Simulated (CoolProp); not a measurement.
Vapour-liquid equilibrium of CH2F2 (R32) (1) + methanol (2) at 0.0624 MPa; x and y are mole fractions of (1).

The numbers come from the multi-fluid Helmholtz-energy mixture model, Tillner-Roth 1997 and de Reuck 1993; pair parameters Bell 2016 in CoolProp.

| x | bubble temperature, mixture model (K) | bubble temperature, Raoult's law (K) | y, mixture model | y, Raoult's law |
|---|---|---|---|---|
| 0.05 | (withheld) | 283.1 | (withheld) | 0.887 |
| 0.2 | (withheld) | 246.2 | 0.999 | 0.992 |
| 0.35 | 216.2 | 233.2 | 0.999 | 0.998 |
| 0.5 | 215.3 | 225.7 | 0.999 | 0.999 |
| 0.65 | 215.3 | 220.4 | 0.999 | 1.000 |
| 0.8 | 214.8 | 216.5 | 1.000 | 1.000 |
| 0.95 | 213.3 | 213.4 | 1.000 | 1.000 |

Q: Complete the blanks.

A: 
- 0.05, bubble temperature, mixture model (K): 247.3
- 0.05, y, mixture model: 0.990
- 0.2, bubble temperature, mixture model (K): 220.9

The largest gap from Raoult's law is -35.8 K in bubble temperature, at x = 0.05. No azeotrope shows between x = 0.05 and 0.95.

The pair parameters rest on a limited set of measurements; away from them the model extrapolates. With so large a gap from Raoult's law the liquid may split in two, which this calculation doesn't test in full.
